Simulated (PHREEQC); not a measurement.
A made-up water analysis in mmol/kgw, 40 °C, pH 6.57, pe 8.9: Na 0.0736; K 0.00459; Ca 0.0703; Mg 0.01; Cl 0.0498; S(6) 0.0479; Alkalinity (meq/kgw) 0.0906; Cu(2) 0.00556.

Valence states are taken as typed.

Equilibrium calculation in PHREEQC: ion-association model, wateq4f.dat.

| quantity | before | after |
|---|---|---|
| CO2 (mol/kgw) | 4.57e-5 | 0.000485 |
| Cu+2 (mol/kgw) | 3.81e-6 | 5.21e-6 |
| Cu(OH)2 (mol/kgw) | 1.00e-6 | 1.37e-8 |
| CaSO4 (mol/kgw) | 6.24e-7 | 6.23e-7 |
| CuCO3 (mol/kgw) | 3.57e-7 | 5.17e-8 |
| CuHCO3+ (mol/kgw) | 1.53e-7 | 2.21e-7 |
| SI of Malachite (Cu2(OH)2CO3) | +0.27 | -2.43 |
| SI of Cu(OH)2 (Cu(OH)2) | -0.42 | -2.29 |

### Question
What was changed between the two runs?
A) Cu(2) from 0.00556 to 0.0167 mmol/kgw
B) pH from 6.57 to 5.57 at the same alkalinity
C) Ca from 0.0703 to 0.0352 mmol/kgw
D) pH from 6.57 to 6.27 at the same alkalinity

### Answer
B, pH from 6.57 to 5.57 at the same alkalinity

Precipitation was switched off in this run. Some of these states are supersaturated (in Malachite, Tenorite (slow to form), for instance). Away from 25 °C the constants follow the database's enthalpies or fits; those with neither stay at their 25 °C values. The database's constant for dissolved Cu(OH)2 is higher than later reviews accept.
